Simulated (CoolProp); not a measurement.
1-butene along the isobar 0.963 MPa: fugacity coefficient from the reference equation and from simpler models built on Tc = 146.1 °C, pc = 4.006 MPa, ω = 0.192; each cubic takes its own stable root.

Model: reference Helmholtz-energy equation of state, Lemmon 2005, in CoolProp. It is a short technical equation, of lower accuracy than the large ones.

| T (°C) | phase | reference | Redlich-Kwong | Peng-Robinson |
|---|---|---|---|---|
| -108.85 | liquid | 9.403e-5 | 0.0001631 | 0.0001141 |
| -96.85 | liquid | 0.0003545 | 0.0006297 | 0.0004074 |
| -84.85 | liquid | 0.001101 | 0.001956 | 0.001215 |
| -72.85 | liquid | 0.002921 | 0.005117 | 0.003131 |
| -60.85 | liquid | 0.006814 | 0.01165 | 0.007147 |
| -48.85 | liquid | 0.01428 | 0.02369 | 0.01475 |
| -36.85 | liquid | 0.02738 | 0.04390 | 0.02796 |
| -24.75 | liquid | 0.04888 | 0.07558 | 0.04954 |
| -12.75 | liquid | 0.08138 | 0.1213 | 0.08208 |
| -0.75 | liquid | 0.1282 | 0.1842 | 0.1289 |
| 11.25 | liquid | 0.1925 | 0.2667 | 0.1933 |
| 23.25 | liquid | 0.2772 | 0.3707 | 0.2781 |
| 35.25 | liquid | 0.3848 | 0.4972 | 0.3859 |
| 47.25 | liquid | 0.5170 | 0.6462 | 0.5185 |
